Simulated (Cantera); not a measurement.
Input: 1 mol CO, 0.012 mol O2, held at 2525 K.

Equilibrium computed with Cantera from the NASA thermochemical tables; the gas is ideal and each condensed phase is pure. Candidate condensed phases: C; 12 gas species. The ideal-gas law is rough above about 30 bar. Equilibrium is a limit: real reactors are often held back by kinetics, nucleation or transport.

x: gas mole fraction; nothing condenses.

```tsv
P (Pa)	x CO	x CO2	x O	x O2	x C2O
10	0.977	0.00288	0.0203	0.000154	<1e-12
46	0.977	0.00908	0.0139	0.000332	<1e-12
220	0.976	(withheld)	(withheld)	(withheld)	<1e-12
1000	0.976	0.0222	0.00157	9.15e-5	<1e-12
4600	0.976	0.0236	0.000361	2.24e-5	2.04e-12
22000	0.976	0.0239	7.66e-5	4.82e-6	9.64e-12
100000	0.976	0.0240	(withheld)	(withheld)	(withheld)
460000	0.976	0.0240	3.68e-6	2.32e-7	2.01e-10
2200000	0.976	0.0240	7.69e-7	4.85e-8	9.60e-10
10000000	0.976	0.0240	1.69e-7	1.07e-8	4.37e-9
```

Task: What belongs in the gaps?

Result: 
- 220, x CO2: 0.0177
- 220, x O: 0.00566
- 220, x O2: 0.000263
- 100000, x O: 1.69e-5
- 100000, x O2: 1.07e-6
- 100000, x C2O: 4.37e-11
